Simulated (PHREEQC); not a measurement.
**Arsenic or selenium liquor**

Solution (25 °C): 0.035 mol/kgw Na2HAsO4 and 0.22 mol/kgw HCl. Closed to the air; pH follows from the charge balance.

Equilibrium calculation in PHREEQC: ion-association model, wateq4f.dat.

No solid was allowed to form.

Question: What pH, activity of water does the model give?

Answer: pH 0.92; activity of water 0.992.

Question: In which forms is As present?

Answer: H3AsO4 94 %, H2AsO4- 5.6 % of the As.
